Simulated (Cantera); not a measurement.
A closed system holds: 1 mol V, 5.4 mol NH3, equilibrated at 830 Pa.

Method: chemical equilibrium by Gibbs-energy minimisation in Cantera with the NASA 1993 tables (ideal gas, pure condensed phases). Candidate condensed phases: V, VN; 11 gas species. VN: taken at fixed stoichiometry. Condensed phases not in the tables: V2N. Equilibrium is a limit: real reactors are often held back by kinetics, nucleation or transport. All values below are at 1375 K.

Base state: H2 0.786, N2 0.214, H 3.34e-5 (mole fractions); condensed: VN(s).

Question: What changes in the equilibrium state with this change: NH3 from 5.4 to 0.27 mol?

Answer: 
```csv
species,before,after
H2,0.786,1.000
H,3.34e-5,3.76e-5
N2,0.214,2.58e-6
"VN(s), mol",1.00,0.270
"V(s), mol",0,0.730
```
Mutual solubility and eutectic melting of coexisting phases are not modelled. Condensed phases not in the tables: V2N, N, O or C dissolved in the metal.

Question: What changes in the equilibrium state with this change: pressure from 830 Pa to 0.380 Pa?

Answer: 
| species | before | after |
|---|---|---|
| H2 | 0.786 | 0.785 |
| N2 | 0.214 | 0.213 |
| H | 3.34e-5 | 0.00156 |
| VN(s), mol | 1.00 | 1.000 |
